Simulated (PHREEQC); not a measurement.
0.011 g of hydrous ferric oxide (600 m²/g; 0.2 weak and 0.005 strong sites per Fe, Dzombak-Morel constants, diffuse double layer) in 1 kg of water with 0.05 mol/kgw of an inert sodium salt and 0.00041 mmol/kgw SrCl2 and 0.0003 mmol/kgw ZnSO4, at 25 °C; the pH is set by adding NaOH or the inert anion's acid. Oxygen alone is held at its pressure in air (log pO2 = -0.68). CO2 from the air is kept out. Precipitation was switched off in this run.

Equilibrium calculation in PHREEQC: ion-association model, wateq4f.dat.

| pH | Sr sorbed (%) | S sorbed (%) | Zn sorbed (%) | surface charge σ (C/m²) | surface potential ψ (mV) |
|---|---|---|---|---|---|
| 3 | 0.0 | 93.7 | 0.0 | 0.349 | 168 |
| 3.75 | 0.0 | 91.7 | 0.0 | 0.310 | 163 |
| 4.5 | 0.0 | 81.0 | 0.0 | 0.234 | 148 |
| 5.25 | 0.0 | 47.3 | 0.2 | 0.152 | 126 |
| 6 | 0.0 | 10.5 | 4.1 | 0.089 | 99 |
| 6.75 | 0.0 | 1.0 | 42.6 | 0.045 | 68 |
| 7.5 | 0.1 | 0.1 | 92.5 | 0.017 | 32 |
| 8.25 | 2.0 | 0.0 | 99.6 | -0.003 | -6 |
| 9 | 22.2 | 0.0 | 99.9 | -0.025 | -43 |

Complexes and solids missing from the database can't appear. The oxide is taken as insoluble; below pH 4 it would dissolve.
